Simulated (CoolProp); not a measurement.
Water along the isobar 14800 kPa: Z from the reference equation and from simpler models built on Tc = 373.9 °C, pc = 22060 kPa, ω = 0.344; each cubic takes its own stable root.

Model: reference Helmholtz-energy equation of state, Wagner 2002, in CoolProp.

```tsv
T (°C)	phase	reference
226.95	liquid	0.07615
253.55	liquid	0.07557
280.15	liquid	0.07596
306.75	liquid	0.07782
333.35	liquid	0.08293
359.95	gas	0.6532
386.55	gas	0.7324
413.15	gas	0.7839
439.75	gas	0.8212
```

Problem. How far does each simpler model (van der Waals, Soave-Redlich-Kwong, Peng-Robinson) lie from the reference over these 9 states: mean and median of the absolute difference, and the worst?

Solution. 
- van der Waals: mean 130.8 %, median 109.3 %, worst +715.1 % at 333.35 °C and 14800 kPa
- Soave-Redlich-Kwong: mean 25.2 %, median 39.3 %, worst +50.9 % at 333.35 °C and 14800 kPa
- Peng-Robinson: mean 15.8 %, median 23.1 %, worst +33.6 % at 333.35 °C and 14800 kPa

At some of these states van der Waals gives the other phase, because its saturation line lies elsewhere.
